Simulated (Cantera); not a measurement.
A closed system holds: 1 mol FeS2, 180 mol H2, 0.39 mol H2O, held at 725 K and 10.0 mbar.

Method: chemical equilibrium by Gibbs-energy minimisation in Cantera with the NASA 1993 tables (ideal gas, pure condensed phases). Candidate condensed phases: Fe, FeO, Fe(OH)2, Fe(OH)3, FeS, FeSO4, FeS2, Fe2O3, Fe2(SO4)3, Fe3O4, H2O, H2SO4, S; 22 gas species. FeS: taken at fixed stoichiometry. Equilibrium is a limit: real reactors are often held back by kinetics, nucleation or transport.

Base state: H2 0.992, H2S 0.00554, H2O 0.00216 (mole fractions); condensed: FeS(s).

Task: What changes in the equilibrium state with this change: temperature from 725 K to 1525 K?

Result: 
| species | before | after |
|---|---|---|
| H2 | 0.992 | 0.987 |
| H2S | 0.00554 | 0.00897 |
| H2O | 0.00216 | 0.00216 |
| S2 | <1e-9 | 0.000794 |
| Fe | <1e-9 | 2.53e-5 |
| SH | <1e-9 | 0.000500 |
| H | <1e-9 | 0.000235 |
| FeS(s), mol | 1.00 | 0 |
| Fe(γ), mol | 0 | 0.995 |
